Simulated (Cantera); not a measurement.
Input (Python, Cantera) and output of one run.

```python
import numpy as np
import cantera as ct

gas_names = [...]  # 116 gases of nasa_gas.yaml made of C, H, Mg, O
cond_names = """
    C(gr) C6H6(L) C7H8(L) C8H18(L),n-octa H2O(s) H2O(L) Mg(cr) Mg(L) MgCO3(s) MgO(s) MgO(L) MgO2H2(s)
""".split()


# ... load() reads the species with a 1 bar reference pressure and builds the phases ...
atoms = {
    'MgO': {'Mg': 1, 'O': 1},
    'C': {'C': 1},
    'H2': {'H': 2},
}
top_T = {'C(gr)': 4500}  # K; cautious upper limits of use, not melting points


# ... equilibrate(T, P, feed) seeds the gas with the atoms and calls Mixture.equilibrate('TP', solver="vcs", rtol=1e-11, max_steps=5000) ...
results = []
feed = {'MgO': 1, 'C': 0.042, 'H2': 0.016}  # mol
T = 2523  # K
for P in [1, 5.6, 32, 180, 1000, 5600, 32000, 180000, 1000000]:
    mix = equilibrate(T, P, feed)
    results.append((T, P, feed, dict(zip(mix.species_names, mix.species_moles))))
    x = sorted(zip(gas.X, gas.species_names), reverse=True)
    print(f"T = {T:g} K  P = {P:g} Pa  gas = {mix.phase_moles(0):.4g} mol")
    print("   x: " + "  ".join(f"{s} {v:.3e}" for v, s in x if v > 1e-06))
    print("   condensed (mol): " + ("  ".join(f"{mix.phase(i).name} {mix.phase_moles(i):.4g}"
          for i in range(1, mix.n_phases) if mix.phase_moles(i) > 1e-12) or "none"))
```

Result:

```
T = 2523 K  P = 1 Pa  gas = 2.015 mol
   x: Mg 4.961e-01  O 4.589e-01  CO 2.071e-02  H 1.573e-02  O2 8.011e-03  MgO 2.707e-04  OH 1.426e-04  CO2 1.409e-04  H2 3.205e-06
   condensed (mol): none
T = 2523 K  P = 5.6 Pa  gas = 1.955 mol
   x: Mg 5.101e-01  O 4.141e-01  O2 3.653e-02  CO 2.077e-02  H 1.561e-02  MgO 1.407e-03  OH 7.151e-04  CO2 7.142e-04  H2 1.766e-05  H2O 3.804e-06  MgOH 1.058e-06
   condensed (mol): none
T = 2523 K  P = 32 Pa  gas = 1.813 mol
   x: Mg 5.454e-01  O 2.990e-01  O2 1.088e-01  CO 2.029e-02  H 1.455e-02  MgO 6.205e-03  CO2 2.878e-03  OH 2.749e-03  H2 8.765e-05  H2O 7.787e-05  MgOH 2.484e-05  MgH 1.833e-06
   condensed (mol): none
T = 2523 K  P = 180 Pa  gas = 1.659 mol
   x: Mg 5.819e-01  O2 1.881e-01  O 1.657e-01  MgO 2.065e-02  CO 1.756e-02  H 1.066e-02  CO2 7.766e-03  OH 6.284e-03  H2O 7.340e-04  MgOH 3.408e-04  H2 2.649e-04  MgH 8.063e-06
   condensed (mol): none
T = 2523 K  P = 1000 Pa  gas = 0.125 mol
   x: Mg 4.737e-01  CO 2.842e-01  H 5.718e-02  CO2 5.180e-02  H2O 4.831e-02  H2 4.233e-02  OH 1.388e-02  O 1.229e-02  MgO 6.923e-03  O2 5.746e-03  MgOH 3.405e-03  MgH 1.955e-04  MgO2H2 5.132e-05
   condensed (mol): MgO(s) 0.9395
T = 2523 K  P = 5600 Pa  gas = 0.1066 mol
   x: Mg 4.327e-01  CO 3.805e-01  H2 1.052e-01  H 3.809e-02  H2O 2.347e-02  CO2 1.355e-02  MgOH 2.268e-03  OH 1.808e-03  MgO 1.236e-03  MgH 6.664e-04  O 4.290e-04  O2 3.920e-05  MgO2H2 2.493e-05
   condensed (mol): MgO(s) 0.9534
T = 2523 K  P = 32000 Pa  gas = 0.1018 mol
   x: Mg 4.193e-01  CO 4.099e-01  H2 1.408e-01  H 1.843e-02  H2O 5.672e-03  CO2 2.638e-03  MgH 1.785e-03  MgOH 1.098e-03  MgO 2.164e-04  OH 1.580e-04  O 1.356e-05  MgO2H2 6.026e-06  Mg2 3.985e-06
   condensed (mol): MgO(s) 0.957
T = 2523 K  P = 180000 Pa  gas = 0.1004 mol
   x: CO 4.180e-01  Mg 4.156e-01  H2 1.518e-01  H 8.072e-03  MgH 4.360e-03  H2O 1.097e-03  CO2 4.823e-04  MgOH 4.807e-04  MgO 3.846e-05  Mg2 2.203e-05  OH 1.241e-05  MgO2H2 1.166e-06
   condensed (mol): MgO(s) 0.9578
T = 2523 K  P = 1e+06 Pa  gas = 0.09969 mol
   x: CO 4.212e-01  Mg 4.111e-01  H2 1.534e-01  MgH 1.022e-02  H 3.442e-03  MgOH 2.049e-04  H2O 2.016e-04  Mg2 1.198e-04  CO2 8.844e-05  C2H2,acetylene 9.889e-06  MgO 6.923e-06  CH4 2.502e-06  HCO 2.010e-06  CH3 1.005e-06
   condensed (mol): MgO(s) 0.958
```

Method: chemical equilibrium by Gibbs-energy minimisation in Cantera with the NASA 1993 tables (ideal gas, pure condensed phases). The tables' values for MgH are old estimates; treat these amounts as uncertain.
